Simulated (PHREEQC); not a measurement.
A made-up water analysis in mg/kgw, 25 °C, pH 3.54, pe 11.1:

```tsv
constituent	mg/kgw
Na	90.6
K	11.3
Ca	103
Mg	30.9
Cl	158
S(6) as SO4	378
Sr	3.05
Cd	16.7
Fe(3)	3.32
```

Valence states are taken as typed.

All values are PHREEQC results (ion-association model, phreeqc.dat), not measurements.

**Question.** The ionic strength comes out as 0.0173 mol/kgw. What activity coefficients do Cd(SO4)2-2, SO4-2, FeOH+2, K+, Fe+3 get?

**Answer.** Cd(SO4)2-2 0.59, SO4-2 0.60, FeOH+2 0.60, K+ 0.87, Fe+3 0.37.

This is a speciation only: nothing precipitates in the calculation. Saturation is exceeded, for instance for Jarosite-K, Hematite (slow to form); the values hold only as long as no solid forms. Species that the database lacks are ignored.
